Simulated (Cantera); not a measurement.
Thermodynamics of silicon carbide growth, feed (CH3)2SiCl2 + C2H4 + H2

A closed system holds: 1 mol (CH3)2SiCl2, 0.76 mol C2H4, 3 mol H2, equilibrated at 0.00730 bar.

Cantera equilibrium calculation (NASA polynomials, part measured and part estimated; ideal gas, pure solids and liquids). Candidate condensed phases: C, C6H6, C7H8, C8H18, Si, SiC; 109 gas species. The feed counts by its element totals alone. The tables' values for SiCl, SiCl3 are old estimates; treat these amounts as uncertain. Gases not in the tables: Si2H6 and higher silanes. The numbers say what is thermodynamically allowed, not how fast it happens.

| T (K) | log p H2 | log p HCl | log p H | log p SiCl2 | log p Cl | log p Si | n C(graphite) | n SiC(s) |
|---|---|---|---|---|---|---|---|---|
| 1575 | -2.25 | -2.78 | -5.51 | -4.78 | -6.13 | -9.26 | 2.54 | 0.980 |
| 1625 | -2.25 | -2.78 | -5.28 | -4.70 | -5.91 | -8.73 | 2.54 | 0.976 |
| 1675 | -2.25 | -2.78 | -5.06 | -4.62 | -5.70 | -8.23 | 2.55 | 0.971 |
| 1725 | -2.25 | -2.78 | -4.86 | -4.55 | -5.50 | -7.77 | 2.55 | 0.966 |
| 1775 | -2.25 | -2.79 | -4.66 | -4.48 | -5.31 | -7.33 | 2.56 | 0.961 |
| 1825 | -2.25 | -2.79 | -4.48 | -4.42 | -5.14 | -6.91 | 2.56 | 0.955 |
| 1875 | -2.25 | -2.79 | -4.31 | -4.36 | -4.97 | -6.52 | 2.57 | 0.948 |
| 1925 | -2.25 | -2.80 | -4.15 | -4.31 | -4.82 | -6.15 | 2.57 | 0.941 |
| 1975 | -2.26 | -2.81 | -3.99 | -4.26 | -4.67 | -5.79 | 2.58 | 0.932 |
| 2025 | -2.26 | -2.81 | -3.84 | -4.22 | -4.53 | -5.46 | 2.59 | 0.922 |
| 2075 | -2.26 | -2.82 | -3.71 | -4.18 | -4.40 | -5.14 | 2.59 | 0.908 |
| 2125 | -2.27 | -2.83 | -3.57 | -4.15 | -4.27 | -4.83 | 2.61 | 0.888 |
| 2175 | -2.27 | -2.85 | -3.45 | -4.12 | -4.16 | -4.54 | 2.63 | 0.857 |
log p: log10 of the partial pressure in bar; n: condensed amount in mol.

From 1575 K to 2175 K the condensed part is C(graphite) + SiC(s). The main Si-bearing gas is SiCl2 throughout. The share of Si in condensed phases is highest at 1575 K (98.0 %) and lowest at 2175 K (85.7 %).
